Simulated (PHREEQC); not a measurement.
**Metal-bearing waste water: speciation**

Make-up at 55 °C: 0.1 mol CdCl2, 0.023 mol MgSO4 and 0.0024 mol NaCl per kg of water. It is in equilibrium with CO2 at log p = 0 (atm). Otherwise closed; pH follows from the charge balance.

All values are PHREEQC results (ion-association model, wateq4f.dat), not measurements.

| Property | Result |
|---|---|
| pH | 4.06 |
| ionic strength | 0.176 mol/kgw |

```json
[
 {"species": "Cl-", "molality": "0.108", "activity": "0.0768", "log γ": "-0.149"},
 {"species": "CdCl+", "molality": "0.0595", "activity": "0.0440", "log γ": "-0.131"},
 {"species": "Cd+2", "molality": "0.0183", "activity": "0.00548", "log γ": "-0.524"},
 {"species": "CO2", "molality": "0.0171", "activity": "0.0178", "log γ": "0.018"},
 {"species": "Mg+2", "molality": "0.0160", "activity": "0.00536", "log γ": "-0.477"},
 {"species": "CdCl2", "molality": "0.0150", "activity": "0.0156", "log γ": "0.018"},
 {"species": "SO4-2", "molality": "0.00989", "activity": "0.00285", "log γ": "-0.540"},
 {"species": "MgSO4", "molality": "0.00694", "activity": "0.00723", "log γ": "0.018"},
 {"species": "CdSO4", "molality": "0.00512", "activity": "0.00533", "log γ": "0.018"},
 {"species": "Na+", "molality": "0.00236", "activity": "0.00174", "log γ": "-0.132"},
 {"species": "CdCl3-", "molality": "0.00154", "activity": "0.00114", "log γ": "-0.131"}
]
```

No solid was allowed to form. At this temperature some constants are extrapolated from 25 °C, and those without enthalpy data are left unchanged.
